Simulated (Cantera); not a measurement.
Mixture: CH₄ : CO : O₂ : N₂ = 1 : 0.41 : 1.38 : 4.55 (molar parts), at 1.01 bar, adiabatic and at constant volume. Ignition delay is the time to a rise of 400 K.

Model: GRI-Mech 3.0 (53 species, 325 reactions), integrated in Cantera.

Task: Predict: delay at 1273 K; delay at 1348 K; delay at 1423 K; delay at 1498 K; delay at 1573 K; apparent activation energy between 1423 and 1573 K.

Result: 
```json
{
 "delay at 1273 K": "22.6 ms",
 "delay at 1348 K": "8.04 ms",
 "delay at 1423 K": "3.11 ms",
 "delay at 1498 K": "1.32 ms",
 "delay at 1573 K": "0.615 ms",
 "apparent activation energy between 1423 and 1573 K": "200 kJ/mol"
}
```
